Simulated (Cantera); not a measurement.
A Cantera script and its output.

```python
import numpy as np
import cantera as ct

gas = ct.Solution("gri30.yaml")
gas.TPX = 498, 101325, {'CH4': 1, 'C2H6': 1.1, 'O2': 4.5, 'N2': 16.9}
flame = ct.FreeFlame(gas, width=0.04)
flame.set_refine_criteria(ratio=3, slope=0.08, curve=0.16)
flame.transport_model = "mixture-averaged"
flame.solve(loglevel=0, auto=True)
z, T = flame.grid, flame.T
thick = (T[-1] - T[0]) / np.gradient(T, z).max()
show = ['CH4', 'C2H6', 'O2', 'CH2', 'H', 'H2O']
print(f"laminar burning velocity  {flame.velocity[0] * 100:.3f} cm/s")
print(f"burnt temperature         {T[-1]:.1f} K")
print(f"thermal thickness         {thick * 1e3:.4f} mm")
print(f"grid points               {len(z)}")
z0 = z[flame.heat_release_rate.argmax()]
print(f"{'z/mm':>9s}{'T/K':>9s}{'u/(m/s)':>9s}" + "".join(f"{s:>11s}" for s in show))
rows = []
for k in (-3, -2, -1.5, -1, -0.5, -0.25, 0, 0.25, 0.5, 1, 2, 4, 8):
    zz = z0 + k * thick
    rows.append([k * thick, np.interp(zz, z, T), np.interp(zz, z, flame.velocity),
                 *(np.interp(zz, z, flame.X[gas.species_index(s)]) for s in show)])
    print(f"{rows[-1][0] * 1e3:9.3f}{rows[-1][1]:9.1f}{rows[-1][2]:9.3f}" + "".join(f"{x:11.3e}" for x in rows[-1][3:]))
```

Result:

```
laminar burning velocity  80.855 cm/s
burnt temperature         2224.3 K
thermal thickness         0.3545 mm
grid points               149
     z/mm      T/K  u/(m/s)        CH4       C2H6         O2        CH2          H        H2O
   -1.064    498.3    0.811  4.244e-02  4.671e-02  1.910e-01  7.794e-22  6.067e-15  5.225e-05
   -0.709    500.6    0.818  4.221e-02  4.652e-02  1.901e-01  6.415e-19  6.412e-13  4.445e-04
   -0.532    512.8    0.842  4.170e-02  4.619e-02  1.883e-01  3.512e-16  9.482e-11  2.173e-03
   -0.355    601.2    1.000  3.941e-02  4.436e-02  1.798e-01  1.019e-11  1.600e-07  1.274e-02
   -0.177   1063.3    1.825  2.927e-02  2.925e-02  1.359e-01  1.978e-07  5.306e-05  5.990e-02
   -0.089   1478.8    2.598  1.887e-02  1.103e-02  9.069e-02  1.087e-05  6.297e-04  1.005e-01
    0.000   1841.5    3.290  6.547e-03  6.429e-04  4.375e-02  8.842e-05  3.600e-03  1.377e-01
    0.089   2013.6    3.607  9.553e-04  4.008e-06  1.679e-02  6.101e-05  7.485e-03  1.566e-01
    0.177   2064.1    3.688  8.909e-05  1.960e-08  6.690e-03  1.116e-05  9.690e-03  1.620e-01
    0.355   2091.4    3.721  8.185e-07  2.130e-12  2.318e-03  1.709e-07  1.041e-02  1.622e-01
    0.709   2116.5    3.754  8.016e-10  7.879e-18  1.433e-03  2.548e-10  9.302e-03  1.620e-01
    1.418   2146.9    3.801  1.065e-13  2.864e-22  9.507e-04  3.653e-14  7.374e-03  1.639e-01
    2.836   2178.1    3.849  5.514e-14  2.478e-26  5.201e-04  1.343e-14  5.236e-03  1.663e-01
```

Cantera simulation using GRI-Mech 3.0 (53 species, 325 reactions); the numbers are that mechanism's predictions, not measurements. Burning velocities carry a grid error of a few per cent, more on coarse grids.
